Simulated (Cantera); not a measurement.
Feed: 1 mol CH₃SiH₃, 0.038 mol HCl, 87 mol H₂, at 13.3 mbar.

Equilibrium computed with Cantera from the NASA thermochemical tables; the gas is ideal and each condensed phase is pure. Candidate condensed phases: C, C₆H₆, C₇H₈, C₈H₁₈, Si, SiC; 109 gas species. The feed counts by its element totals alone. Gases not in the tables: Si₂H₆ and higher silanes. Equilibrium is a limit: real reactors are often held back by kinetics, nucleation or transport.

Task: At 1775 °C, list the 6 most abundant gas species with their mole fractions, and the condensed phases.

Result: H₂ 0.979, H 0.0192, Si 0.000633, HCl 0.000411, C₂H₂ (acetylene) 0.000350, SiH 4.40e-5. Condensed: SiC(s).
